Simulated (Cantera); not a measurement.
Cantera run:

```python
import numpy as np
import cantera as ct

gas_names = [...]  # 45 gases of nasa_gas.yaml made of Cu, F, H, N, O
cond_names = """
    Cu(cr) Cu(L) CuF2(s) CuF2(L) CuO(s) CuO2H2(s) Cu2O(s) Cu2O(L) H2O(s) H2O(L)
""".split()


# ... load() reads the species with a 1 bar reference pressure and builds the phases ...
atoms = {
    'CuF2': {'Cu': 1, 'F': 2},
    'H2O': {'H': 2, 'O': 1},
    'N2': {'N': 2},
}
top_T = {'CuO(s)': 1390}  # K; cautious upper limits of use, not melting points


# ... equilibrate(T, P, feed) seeds the gas with the atoms and calls Mixture.equilibrate('TP', solver="vcs", rtol=1e-11, max_steps=5000) ...
results = []
feed = {'CuF2': 1, 'H2O': 0.067, 'N2': 0.82}  # mol
P = 70000  # Pa
for T in [1473, 1573, 1673, 1773, 1873, 1973, 2073, 2173, 2273]:
    mix = equilibrate(T, P, feed)
    results.append((T, P, feed, dict(zip(mix.species_names, mix.species_moles))))

top = {s: max(r[3][s] / sum(r[3][g] for g in gas_names) for r in results) for s in gas_names}
cols = sorted((s for s in top if top[s] > 1e-05), key=lambda s: -top[s])[:9]
seen = [c for c in cond_names if any(r[3].get(c, 0) > 1e-12 for r in results)]
print("log10 of partial pressures in bar; condensed amounts in mol")
print(f"{'T/K':>10s}" + "".join(f"{s[:9]:>10s}" for s in cols + seen))
for T, P, feed, n in results:
    ng = sum(n[g] for g in gas_names)
    print(f"{T:10.4g}" + "".join(f"{np.log10(max(n[s] / ng * P / 1e5, 1e-99)):10.3f}" for s in cols)
          + "".join(f"{n.get(c, 0):10.4g}" for c in seen))
```

Result:

```
log10 of partial pressures in bar; condensed amounts in mol
       T/K        N2      CuF2       CuF        HF         F        O2        NO         O        Cu   CuF2(L)   Cu2O(s)
      1473    -0.273    -1.459    -1.519    -1.060    -5.415    -1.837    -3.635    -6.473    -5.888    0.8563   0.02186
      1573    -0.349    -1.062    -1.135    -1.135    -4.641    -1.742    -3.419    -5.852    -5.294    0.7074         0
      1673    -0.429    -0.721    -1.214    -1.216    -3.552    -1.825    -3.319    -5.388    -5.596    0.4468         0
      1773    -0.541    -0.520    -1.308    -1.327    -2.663    -1.940    -3.272    -4.997    -5.810         0         0
      1873    -0.544    -0.530    -1.272    -1.330    -2.177    -1.947    -3.133    -4.600    -5.573         0         0
      1973    -0.550    -0.550    -1.205    -1.336    -1.788    -1.958    -3.012    -4.245    -5.275         0         0
      2073    -0.561    -0.588    -1.111    -1.347    -1.488    -1.976    -2.909    -3.928    -4.921         0         0
      2173    -0.576    -0.646    -1.007    -1.362    -1.259    -2.000    -2.823    -3.643    -4.538         0         0
      2273    -0.595    -0.729    -0.907    -1.381    -1.085    -2.031    -2.752    -3.388    -4.149         0         0
```

Cantera equilibrium calculation (NASA polynomials, part measured and part estimated; ideal gas, pure solids and liquids). Mutual solubility and eutectic melting of coexisting phases are not modelled.
